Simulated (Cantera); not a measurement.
# Equilibrium for iron carbonyl, mercury and lead vapours: PbO + CO + N2

Charge: 1 mol PbO, a varied amount of CO, 2 mol N2, at 1500 K and 0.100 bar.

These are equilibrium values from Cantera (NASA tables, ideal gas, pure condensed phases), not measurements of a reactor. Candidate condensed phases: C, Pb, PbO, PbO2, Pb3O4; 27 gas species. Gases not in the tables: (PbO)n polymers. Kinetics and transport are ignored.

From 1.2 mol CO to 6.2 mol CO nothing is condensed.

```tsv
n(CO) (mol)	log p CO	log p N2	log p CO2	log p Pb
1.2	-2.31	-1.32	-1.63	-1.63
1.9	-1.74	-1.39	-1.69	-1.69
2.6	-1.54	-1.45	-1.75	-1.75
3.3	-1.44	-1.50	-1.80	-1.80
4.1	-1.36	-1.55	-1.85	-1.85
4.8	-1.31	-1.59	-1.89	-1.89
5.5	-1.28	-1.63	-1.93	-1.93
6.2	-1.25	-1.66	-1.96	-1.96
```
log p: log10 of the partial pressure in bar; nothing condenses.
